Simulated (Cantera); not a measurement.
## Gas activation for diamond growth

A perfectly stirred reactor is fed with CH4 : H2 : H = 0.017 : 1 : 0.099 (molar parts), at 100.0 Torr; it is held at 2100 K, and followed from long to short residence time.

Model: GRI-Mech 3.0 (53 species, 325 reactions), integrated in Cantera. GRI-Mech 3.0 stops at C3 and has no aromatics, soot or wall deposition, so with more carbon than oxygen in the feed, carbon stays in small species such as C2H2 where larger ones or solid carbon would form.

| τ (s) | x CH4 | x H2 | x H | x C2H6 | x C2H2 | x C2H4 | x CH2 |
|---|---|---|---|---|---|---|---|
| 9.4 | 0.000209 | 0.983 | 0.00863 | 6.61e-10 | 0.00768 | 3.97e-6 | 4.25e-7 |
| 3.4 | 0.000315 | 0.983 | 0.00876 | 1.48e-9 | 0.00762 | 3.94e-6 | 6.60e-7 |
| 1.2 | 0.000493 | 0.983 | 0.00903 | 3.68e-9 | 0.00752 | 3.92e-6 | 1.09e-6 |
| 0.44 | 0.000747 | 0.982 | 0.00953 | 8.91e-9 | 0.00736 | 3.94e-6 | 1.83e-6 |
| 0.16 | 0.00108 | 0.981 | 0.0105 | 2.07e-8 | 0.00715 | 4.12e-6 | 3.17e-6 |
| 0.057 | 0.00146 | 0.979 | 0.0123 | 4.39e-8 | 0.00689 | 4.66e-6 | 5.77e-6 |
| 0.020 | 0.00173 | 0.975 | 0.0158 | 7.88e-8 | 0.00665 | 5.83e-6 | 1.10e-5 |
| 0.0074 | 0.00177 | 0.969 | 0.0218 | 1.12e-7 | 0.00649 | 7.56e-6 | 2.09e-5 |
| 0.0027 | 0.00168 | 0.960 | 0.0311 | 1.38e-7 | 0.00634 | 9.96e-6 | 3.82e-5 |
x: mole fraction; the columns are a selection and need not sum to one.
